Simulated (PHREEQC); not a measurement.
A solution holds 0.02 mol/kgw Cu(NO3)2 and 0.0047 mol/kgw NaCl, at 36 °C. Closed to the air; pH follows from the charge balance.

The numbers come from PHREEQC with the ion-association model, phreeqc.dat.

Q: The ionic strength comes out as 0.0643 mol/kgw. What activity coefficients do Na+, CuCl+, Cu2(OH)2+2, Cl-, CuOH+ get?

A: Na+ 0.81, CuCl+ 0.80, Cu2(OH)2+2 0.42, Cl- 0.79, CuOH+ 0.80.

This is a speciation only: nothing precipitates in the calculation. At this temperature some constants are extrapolated from 25 °C, and those without enthalpy data are left unchanged.
